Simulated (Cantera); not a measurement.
# Ignition delay

Mixture: CH₄ : O₂ : N₂ = 1 : 1.05 : 3.96 (molar parts), equivalence ratio 1.9, at 3600 Torr, adiabatic and at constant volume. Ignition delay is the time to a rise of 400 K.

Model: GRI-Mech 3.0 (53 species, 325 reactions), integrated in Cantera.

```csv
T0 (K),delay (ms)
1200,13.9
1250,7.33
1300,3.97
1350,2.20
1400,1.25
1450,0.726
1500,0.430
1550,0.259
```

The apparent activation energy between 1450 and 1550 K is 190 kJ/mol.
